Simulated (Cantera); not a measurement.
Input (Python, Cantera):

```python
import numpy as np
import cantera as ct

gas = ct.Solution("gri30.yaml")
gas.TPX = 2500, 2666, {'CH4': 0.009, 'H2': 1, 'CO2': 0.0094}
reactor = ct.IdealGasConstPressureReactor(gas, energy="off", clone=False)
net = ct.ReactorNet([reactor])
net.rtol, net.atol = 1e-08, 1e-18
show = ['CH4', 'H2', 'CO2', 'O2', 'O', 'HCO']
times = np.geomspace(0.0003, 90, 11)

steps = ct.SolutionArray(gas, extra=["t"])
rows = []
print(f"{'t/s':>10s}{'T/K':>9s}{'P/Pa':>11s}" + "".join(f"{s:>11s}" for s in show))
for t in times:
    while net.time < t:
        t_next = net.step()
        steps.append(gas.state, t=t_next)
    rows.append([np.interp(t, steps.t, y) for y in (steps.T, steps.P, *steps(*show).X.T)])
    print(f"{t:10.3e}{rows[-1][0]:9.1f}{rows[-1][1]:11.4g}" + "".join(f"{x:11.3e}" for x in rows[-1][2:]))
rate = np.gradient(steps.T, steps.t)
print("integrator steps:", len(steps.t))
if steps.T.max() > steps.T[0] + 200:
    print(f"time of steepest temperature rise: {steps.t[rate.argmax()]:.4e} s")
gas.TPX = 2500, 2666, {'CH4': 0.009, 'H2': 1, 'CO2': 0.0094}
gas.equilibrate("TP")
print(f"equilibrium (TP): T = {gas.T:.1f} K  " + "  ".join(f"{s} {gas[s].X[0]:.3e}" for s in show))
```

It prints:

```
       t/s      T/K       P/Pa        CH4         H2        CO2         O2          O        HCO
 3.000e-04   2500.0       2666  7.888e-03  9.754e-01  8.320e-03  2.118e-11  1.652e-08  1.864e-08
 1.059e-03   2500.0       2666  5.802e-03  9.585e-01  2.852e-03  7.869e-10  3.273e-07  1.121e-07
 3.737e-03   2500.0       2666  1.402e-03  9.420e-01  1.409e-05  5.567e-09  1.534e-06  1.066e-07
 1.319e-02   2500.0       2666  2.384e-04  9.302e-01  1.298e-05  7.633e-09  2.508e-06  4.075e-08
 4.656e-02   2500.0       2666  7.169e-05  9.106e-01  8.339e-06  3.969e-09  2.661e-06  2.212e-08
 1.643e-01   2500.0       2666  6.498e-06  8.733e-01  2.241e-06  5.459e-10  1.572e-06  1.080e-08
 5.800e-01   2500.0       2666  2.930e-08  8.427e-01  1.094e-06  2.202e-10  1.307e-06  8.943e-09
 2.047e+00   2500.0       2666  6.893e-11  8.409e-01  1.090e-06  2.249e-10  1.339e-06  8.874e-09
 7.225e+00   2500.0       2666  6.893e-11  8.409e-01  1.090e-06  2.249e-10  1.339e-06  8.874e-09
 2.550e+01   2500.0       2666  6.893e-11  8.409e-01  1.090e-06  2.249e-10  1.339e-06  8.874e-09
 9.000e+01   2500.0       2666  6.893e-11  8.409e-01  1.090e-06  2.249e-10  1.339e-06  8.874e-09
integrator steps: 1916
equilibrium (TP): T = 2500.0 K  CH4 7.277e-11  H2 8.409e-01  CO2 1.090e-06  O2 2.249e-10  O 1.339e-06  HCO 8.874e-09
```

Computed with Cantera and GRI-Mech 3.0 (53 species, 325 reactions). Radical loss at walls, strong at low pressure, is not modelled.
